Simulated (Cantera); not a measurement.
Mixture: C₃H₈ : O₂ : N₂ = 1 : 3.57 : 13.4 (molar parts), equivalence ratio 1.4, at 760 Torr, adiabatic and at constant volume. Ignition delay is the time to a rise of 400 K.

Detailed kinetics in Cantera: GRI-Mech 3.0 (53 species, 325 reactions). GRI-Mech 3.0 was tuned for natural gas; its chemistry of propane as a main component is partial and can be far from experiment.

Predict: delay at 1150 K; delay at 1350 K; delay at 1550 K; delay at 1750 K; delay at 1950 K; apparent activation energy between 1850 and 2050 K.


```
Item                                                   Result
--------------------------------------------------  ---------
delay at 1150 K                                       17.0 ms
delay at 1350 K                                      0.423 ms
delay at 1550 K                                       46.1 µs
delay at 1750 K                                       13.4 µs
delay at 1950 K                                       6.39 µs
apparent activation energy between 1850 and 2050 K  94 kJ/mol
```
